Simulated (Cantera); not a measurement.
Cantera run, input and output.

```python
import numpy as np
import cantera as ct

gas = ct.Solution("gri30.yaml")


def delay(T, t_max=10):
    gas.TPX = T, 500000, {'CH4': 1, 'O2': 1.43, 'N2': 7.86}
    reactor = ct.IdealGasConstPressureReactor(gas, clone=False)
    net = ct.ReactorNet([reactor])
    net.rtol, net.atol = 1e-8, 1e-16
    while net.time < t_max:
        t_old, T_old = net.time, reactor.T
        net.step()
        if reactor.T > T + 400:  # ignition: a rise of 400 K
            return t_old + (T + 400 - T_old) / (reactor.T - T_old) * (net.time - t_old)
    return np.nan


taus = []
for T in [1050, 1125, 1200, 1275, 1350, 1425]:
    taus.append(delay(T))
    print(f"T0 = {T:6g} K   tau = {taus[-1]:.4e} s")
```

It prints:

```
T0 =   1050 K   tau = 1.3451e-01 s
T0 =   1125 K   tau = 4.6101e-02 s
T0 =   1200 K   tau = 1.7089e-02 s
T0 =   1275 K   tau = 6.7581e-03 s
T0 =   1350 K   tau = 2.8218e-03 s
T0 =   1425 K   tau = 1.2313e-03 s
```

Model: GRI-Mech 3.0 (53 species, 325 reactions), integrated in Cantera.
